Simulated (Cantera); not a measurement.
Charge: 1 mol Si, 1.3 mol Br2, 7.4 mol N2, at 975 K and 1330 Pa.

Equilibrium computed with Cantera from the NASA thermochemical tables; the gas is ideal and each condensed phase is pure. Candidate condensed phases: Br2, Si, Si3N4; 13 gas species. N2 is the only nitrogen source here; it is nearly inert below about 1500 K, so the nitride shown seldom forms there in practice. The tables' values for SiBr3 are old estimates; treat these amounts as uncertain. Rates play no part.

Base state: N2 0.917, SiBr4 0.0831, Br 3.98e-5, SiBr3 2.40e-5 (mole fractions); condensed: Si3N4(s).

Question: What changes in the equilibrium state with this change: Br2 from 1.3 to 1.9 mol?

Answer: 
| species | before | after |
|---|---|---|
| N2 | 0.917 | 0.886 |
| SiBr4 | 0.0831 | 0.114 |
| Br | 3.98e-5 | 4.29e-5 |
| SiBr3 | 2.40e-5 | 3.06e-5 |
| Si3N4(s), mol | 0.117 | 0.0167 |
